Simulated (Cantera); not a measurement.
A perfectly stirred reactor is fed with CO : H2 : O2 : N2 = 1 : 0.44 : 1.06 : 3.98 (molar parts), at 31000 Pa; it is adiabatic with a 400 K inlet, and is followed from long to short residence time, starting on the burning branch (τ in s: 0.14, 0.071, 0.035, 0.018, 0.0088, 0.0044, 0.0022, 0.0011, 0.00055, 0.00028, 0.00014, 6.9e-05, 3.5e-05).

Computed with Cantera and GRI-Mech 3.0 (53 species, 325 reactions).

One state of this run: T (K) = 1622; x CO = 0.0416; x H2 = 0.00512; x O2 = 0.0748; x CO2 = 0.125; x HO2 = 6.84e-6. x: mole fraction; the columns are a selection and need not sum to one.

Problem. Which value of τ (s) does it belong to?
(A) 0.0011
(B) 0.00014
(C) 3.5e-5
(D) 0.0022

Solution. D, 0.0022
